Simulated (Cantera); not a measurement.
A Cantera script and what it prints.

```python
import numpy as np
import cantera as ct

gas_names = """
    AL ALCL ALCL2 ALCL3 ALH ALN AL2 AL2CL6 CL CL2 H HCL H2 N NH NH2 NH3 N2 N2H2 N2H4
""".split()
cond_names = """
    AL(cr) AL(L) ALCL3(s) ALCL3(L) ALN(s) NH4CL(a) NH4CL(b)
""".split()


# ... load() reads the species with a 1 bar reference pressure and builds the phases ...
atoms = {
    'AlCl3': {'AL': 1, 'CL': 3},
    'HCl': {'H': 1, 'CL': 1},
    'N2': {'N': 2},
}
top_T = {'ALN(s)': 2750}  # K; cautious upper limits of use, not melting points


# ... equilibrate(T, P, feed) seeds the gas with the atoms and calls Mixture.equilibrate('TP', solver="vcs", rtol=1e-11, max_steps=5000) ...
results = []
feed = {'AlCl3': 1, 'HCl': 0.51, 'N2': 75}  # mol
T = 798  # K
P = 133.322  # Pa
mix = equilibrate(T, P, feed)
results.append((T, P, feed, dict(zip(mix.species_names, mix.species_moles))))
x = sorted(zip(gas.X, gas.species_names), reverse=True)
print(f"T = {T:g} K  P = {P:g} Pa  gas = {mix.phase_moles(0):.4g} mol")
print("   x: " + "  ".join(f"{s} {v:.3e}" for v, s in x if v > 0.001))
print("   condensed (mol): " + ("  ".join(f"{mix.phase(i).name} {mix.phase_moles(i):.4g}"
      for i in range(1, mix.n_phases) if mix.phase_moles(i) > 1e-12) or "none"))
```

It prints:

```
T = 798 K  P = 133.322 Pa  gas = 76.51 mol
   x: N2 9.803e-01  ALCL3 1.307e-02  HCL 6.666e-03
   condensed (mol): none
```

Cantera equilibrium calculation (NASA polynomials, part measured and part estimated; ideal gas, pure solids and liquids).
